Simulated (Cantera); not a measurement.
An isothermal plug-flow reactor at 998 K and 158 Torr (inlet), inlet velocity 3.5 m/s, active area per volume 460 1/m; feed CO : O2 : N2 : H2O = 0.0065 : 0.011 : 0.79 : 0.0051 (molar parts).

Computed with Cantera and Deutschmann's 1995 Pt surface mechanism with GRI-Mech 3.0 gas chemistry. Catalytic surfaces can have several steady states; this one follows from the mechanism file's or the stated starting coverage. Mass transfer to the wall is taken as infinitely fast.

x: gas mole fraction; θ: surface coverage.

| z (m) | x CO | x O2 | x H2O | x CO2 | θ free Pt | θ O* | θ CO* |
|---|---|---|---|---|---|---|---|
| 9.1e-05 | [?] | 0.0124 | 0.00628 | 0.00234 | 0.933 | 0.00972 | 0.0574 |
| 0.00018 | [?] | 0.0113 | 0.00629 | 0.00452 | 0.950 | 0.0152 | 0.0347 |
| 0.00034 | [?] | 0.00979 | 0.00630 | 0.00761 | 0.523 | 0.476 | 0.000227 |
| 0.00066 | [?] | 0.00959 | 0.00630 | 0.00800 | 0.430 | 0.570 | 8.35e-6 |
| 0.0013 | [?] | 0.00958 | 0.00630 | 0.00803 | 0.426 | 0.573 | 5.41e-8 |
| 0.0025 | 1.50e-11 | 0.00958 | 0.00630 | 0.00803 | 0.426 | 0.573 | 4.55e-12 |
| 0.0047 | <1e-12 | 0.00958 | 0.00630 | 0.00803 | 0.426 | 0.573 | <1e-12 |
| 0.0091 | <1e-12 | 0.00958 | 0.00630 | 0.00803 | 0.426 | 0.573 | <1e-12 |

What belongs in the gaps?


- 9.1e-05, x CO: 0.00567
- 0.00018, x CO: 0.00350
- 0.00034, x CO: 0.000424
- 0.00066, x CO: 2.71e-5
- 0.0013, x CO: 1.79e-7
